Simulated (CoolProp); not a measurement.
A single-stage vapour-compression cycle with R11: evaporating at 258.15 K (dew point), condensing at 280.15 K (bubble point), superheat 5 K, subcooling 0 K, compressor efficiency 0.65, no pressure losses. Each further row changes one setting.

Values from CoolProp's reference Helmholtz-energy equation of state, Jacobsen 1992.

| case | cooling COP | pressure ratio | discharge temperature (K) | refrigerating effect (kJ/kg) | volumetric capacity (kJ/m³) |
|---|---|---|---|---|---|
| as stated | 7.16 | 2.66 | 308.1 | 179 | 229 |
| evaporating temperature 263.15 K | … | 2.10 | … | … | 291 |
| condensing temperature 275.15 K | … | 2.17 | … | 183 | 235 |
| subcooling 5 K | 7.33 | 2.66 | 308.1 | 183 | 235 |
| superheat 15 K | 7.10 | 2.66 | … | 184 | 228 |
| compressor efficiency 0.55 | 6.06 | 2.66 | 315.8 | 179 | 229 |

Question: Some entries are withheld; supply them.

Answer: 
- evaporating temperature 263.15 K, cooling COP: 9.58
- evaporating temperature 263.15 K, discharge temperature (K): 302.3
- evaporating temperature 263.15 K, refrigerating effect (kJ/kg): 181
- condensing temperature 275.15 K, cooling COP: 9.39
- condensing temperature 275.15 K, discharge temperature (K): 298.5
- superheat 15 K, discharge temperature (K): 319.2
